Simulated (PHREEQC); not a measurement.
A solution holds 6.6 mmol/kgw CaSO4, 6 mmol/kgw NaHF2 and 0.11 mmol/kgw KNO3, at 69 °C. It is in equilibrium with CO2 at log p = -2 (atm). Otherwise closed; pH follows from the charge balance.

Model: ion-association model, wateq4f.dat, run in PHREEQC.

```json
{
  "pH": "3.54",
  "ionic_strength": "0.0251 mol/kgw",
  "total_alkalinity": "-6.00 meq/kg"
}
```

| species | molality | activity | log γ |
|---|---|---|---|
| F- | 0.00611 | 0.00515 | -0.074 |
| Na+ | 0.00590 | 0.00501 | -0.071 |
| HF | 0.00525 | 0.00528 | 0.003 |
| Ca+2 | 0.00460 | 0.00245 | -0.274 |
| SO4-2 | 0.00458 | 0.00241 | -0.279 |
| CaSO4 | 0.00167 | 0.00168 | 0.003 |
| H+ | 0.000334 | 0.000291 | -0.060 |
| CaF+ | 0.000314 | 0.000269 | -0.068 |

Precipitation was switched off in this run. Saturation is exceeded, for instance for Fluorite; the values hold only as long as no solid forms. Species that the database lacks are ignored. Away from 25 °C the constants follow the database's enthalpies or fits; those with neither stay at their 25 °C values.
